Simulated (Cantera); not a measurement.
Charge: 1 mol SiH2Cl2, 0.78 mol C2H2, 100 mol H2, held at 0.133 bar.

These are equilibrium values from Cantera (NASA tables, ideal gas, pure condensed phases), not measurements of a reactor. Candidate condensed phases: C, C6H6, C7H8, C8H18, Si, SiC; 109 gas species. The numbers say what is thermodynamically allowed, not how fast it happens.

### Question
At 1548 K, list the 4 most abundant gas species with their mole fractions, and the condensed phases.

### Answer
H2 0.980, HCl 0.0194, CH4 0.000263, H 8.35e-5. Condensed: C(graphite) + SiC(s).
